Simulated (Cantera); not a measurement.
An isothermal, constant-pressure homogeneous reactor starts with 0.682 % CH4, 0.406 % O2, 98.9 % N2, at 1325 K and 2.10 bar.

Cantera simulation using GRI-Mech 3.0 (53 species, 325 reactions); the numbers are that mechanism's predictions, not measurements.

Task: Predict: x(CH4) at 40.0 s; x(CO) at 40.0 s; x(H2O) at 40.0 s; x(H) at 40.0 s.

Result: 
```json
{
 "x(CH4) at 40.0 s": "0.00160 (gas-phase equilibrium 2.65e-9)",
 "x(CO) at 40.0 s": "0.00262 (gas-phase equilibrium 0.00648)",
 "x(H2O) at 40.0 s": "0.00416 (gas-phase equilibrium 0.000997)",
 "x(H) at 40.0 s": "7.20e-8 (gas-phase equilibrium 1.27e-7)"
}
```
